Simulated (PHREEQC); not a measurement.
## Copper plating or etch bath: speciation

Make-up at 25 °C: 0.0054 mol Cu(NO3)2, 0.0003 mol HBF4 and 0.0033 mol H3BO3 per kg of water. Closed to the air; pH follows from the charge balance.

All values are PHREEQC results (ion-association model, phreeqc.dat), not measurements.

No solid was allowed to form.

Q: Predict the pH, specific conductance.

A: pH 3.22; specific conductance 1440 µS/cm.

Q: In which forms is F present?

A: F- 49 %, HF 38 %, BF2(OH)2- 4.5 %, BF4- 3.7 %, CuF+ 2.9 %, BF3OH- 2.2 % of the F.

Real BF4- forms and hydrolyses slowly; the run takes it at equilibrium.
